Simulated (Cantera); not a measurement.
Premixed flame

A freely propagating, adiabatic, planar premixed flame of 30.2 % H2, 16.6 % O2, 53.2 % N2, unburnt at 575 K and 97.5 Torr; mixture-averaged transport, grid criteria slope 0.08 and curve 0.16, no radiation.

Detailed kinetics in Cantera: the H2/O2 subset of GRI-Mech 3.0, which has no nitrogen chemistry. Burning velocities carry a grid error of a few per cent, more on coarse grids.

```csv
z (mm),T (K),u (m/s),x H2,x O2,x H2O,x OH,x H2O2,x HO2
-18.6,575,5.87,0.302,0.166,<1e-8,<1e-8,<1e-8,<1e-8
-12.4,575,5.87,0.302,0.166,<1e-8,<1e-8,<1e-8,<1e-8
-9.31,575,5.87,0.302,0.166,<1e-8,<1e-8,<1e-8,<1e-8
-6.21,575,5.87,0.302,0.166,<1e-8,<1e-8,<1e-8,1.98e-7
-3.10,580,5.92,0.301,0.166,0.000327,2.28e-5,5.43e-7,5.77e-5
-1.55,699,7.06,0.280,0.163,0.0105,0.000347,1.15e-6,4.17e-5
0,1102,10.8,0.141,0.115,0.112,0.00355,8.38e-7,1.76e-5
1.55,1390,13.4,0.0482,0.0544,0.216,0.00958,9.64e-7,7.42e-6
3.10,1515,14.5,0.0445,0.0476,0.228,0.0125,7.06e-7,5.55e-6
6.21,1663,15.8,0.0458,0.0439,0.236,0.0160,4.02e-7,4.23e-6
12.4,1827,17.1,0.0456,0.0401,0.246,0.0195,2.06e-7,3.15e-6
24.8,1998,18.5,0.0432,0.0362,0.259,0.0222,1.11e-7,2.32e-6
49.7,2167,19.7,0.0384,0.0321,0.274,0.0234,7.14e-8,1.85e-6
```
x: mole fraction of selected species; z is measured from the peak of heat release.

* **laminar burning velocity**: 587 cm/s
* **thermal thickness**: 6.21 mm
* **peak x(OH)**: 0.0235
* **peak x(H2O2)**: 1.31e-6
* **peak x(HO2)**: 6.07e-5
* **grid points**: 140
